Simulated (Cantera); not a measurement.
Mixture: CH₄ : H₂ : O₂ : N₂ = 1 : 0.068 : 1.56 : 5.88 (molar parts), at 5.00 bar, adiabatic and at constant pressure. Ignition delay is the time to a rise of 400 K.

Computed with Cantera and GRI-Mech 3.0 (53 species, 325 reactions). Below about 1000 K GRI-Mech 3.0 lacks low-temperature oxidation paths.

What does this change do: constant volume in place of constant pressure?


| quantity | before | after |
|---|---|---|
| delay at 975 K | 58.8 ms | 55.3 ms |
| delay at 1125 K | 10.6 ms | 9.93 ms |
| delay at 1275 K | 2.45 ms | 2.27 ms |
| delay at 1425 K | 0.559 ms | 0.514 ms |
| delay at 1575 K | 0.142 ms | 0.130 ms |
| apparent activation energy between 1425 and 1575 K | 170 kJ/mol | 170 kJ/mol |

What does this change do: H2 0.068 to 0.15 parts?


```csv
quantity,before,after
delay at 975 K,58.8 ms,37.4 ms
delay at 1125 K,10.6 ms,5.20 ms
delay at 1275 K,2.45 ms,1.41 ms
delay at 1425 K,0.559 ms,0.380 ms
delay at 1575 K,0.142 ms,0.109 ms
apparent activation energy between 1425 and 1575 K,170 kJ/mol,160 kJ/mol
```
